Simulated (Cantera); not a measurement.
Feed: 1 mol Pb, 0.011 mol O₂, 96 mol H₂, equilibrated at 2.00 bar.

These are equilibrium values from Cantera (NASA tables, ideal gas, pure condensed phases), not measurements of a reactor. Candidate condensed phases: H₂O, Pb, PbO, PbO₂, Pb₃O₄; 12 gas species. Kinetics and transport are ignored.

x: gas mole fraction; n: condensed amount in mol.

```csv
T (°C),x H₂,x Pb,x H₂O,x H,x Pb₂,n Pb(l)
425,1.000,5.08e-10,0.000229,<1e-12,<1e-12,1.00
500,1.000,?,0.000229,<1e-12,<1e-12,1.000
575,1.000,1.50e-7,0.000229,1.35e-11,<1e-12,1.000
650,1.000,?,0.000229,?,?,1.000
725,1.000,7.75e-6,0.000229,1.52e-9,2.37e-11,0.999
800,1.000,3.65e-5,0.000229,9.90e-9,3.17e-10,0.996
875,1.000,0.000140,0.000229,5.06e-8,3.00e-9,0.987
950,0.999,0.000454,0.000229,2.13e-7,2.13e-8,0.956
1025,0.998,0.00128,0.000229,7.57e-7,1.20e-7,0.877
1100,0.997,0.00321,0.000228,2.35e-6,5.53e-7,0.691
1175,0.992,0.00730,0.000227,6.49e-6,2.17e-6,0.294
1250,0.989,0.0103,0.000227,1.63e-5,3.36e-6,0
1325,0.989,0.0103,0.000227,3.74e-5,2.68e-6,0
1400,0.989,0.0103,0.000227,8.01e-5,2.17e-6,0
```

Question: What belongs in the gaps?

Answer: 
- 650, x Pb: 1.27e-6
- 650, x H: 1.73e-10
- 650, x Pb₂: 1.14e-12
- 500, x Pb: 1.15e-8
